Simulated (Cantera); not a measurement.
Feed: 1 mol CF₄, 0.06 mol HCl, equilibrated at 0.0360 Torr.

Method: chemical equilibrium by Gibbs-energy minimisation in Cantera with the NASA 1993 tables (ideal gas, pure condensed phases). Candidate condensed phases: C, C₆H₆, C₇H₈, C₈H₁₈; 118 gas species. Gases not in the tables: C₂F₆ and larger saturated fluorocarbons. Rates play no part.

Task: Which condensed phases are stable at each of these points (T (K)): 1823, 1873, 1923, 1973, 2023, 2073, 2123, 2173, 2223?

Result: 
```json
[
 {"T (K)": "1823", "condensed phases": "gas only", "C condensed (%)": "0.0"},
 {"T (K)": "1873", "condensed phases": "gas only", "C condensed (%)": "0.0"},
 {"T (K)": "1923", "condensed phases": "gas only", "C condensed (%)": "0.0"},
 {"T (K)": "1973", "condensed phases": "C(graphite)", "C condensed (%)": "13.0"},
 {"T (K)": "2023", "condensed phases": "C(graphite)", "C condensed (%)": "32.1"},
 {"T (K)": "2073", "condensed phases": "C(graphite)", "C condensed (%)": "49.6"},
 {"T (K)": "2123", "condensed phases": "C(graphite)", "C condensed (%)": "63.4"},
 {"T (K)": "2173", "condensed phases": "C(graphite)", "C condensed (%)": "73.2"},
 {"T (K)": "2223", "condensed phases": "C(graphite)", "C condensed (%)": "79.7"}
]
```

From 1823 K to 1923 K nothing is condensed. From 1973 K to 2223 K the condensed part is C(graphite).
